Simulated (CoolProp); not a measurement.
A Linde-Hampson liquefier for oxygen: isothermal reversible compression at 280 K from 1 atm to 20 MPa, throttling to 1 atm, return gas leaving the recuperator 0 K below the feed. Each further row changes one setting.

Model: reference Helmholtz-energy equation of state, Schmidt 1985, in CoolProp.

```csv
case,liquid yield per pass,compression work (kJ/kg of gas)
as stated,…,375
high pressure 40 MPa,0.185,…
warm-end temperature 310 K,0.096,…
warm-end gap 5 K,…,375
```

Task: Complete the blanks.

Result: 
- as stated, liquid yield per pass: 0.128
- high pressure 40 MPa, compression work (kJ/kg of gas): 423
- warm-end temperature 310 K, compression work (kJ/kg of gas): 420
- warm-end gap 5 K, liquid yield per pass: 0.118

Above 300 K oxygen's equation is extrapolated.
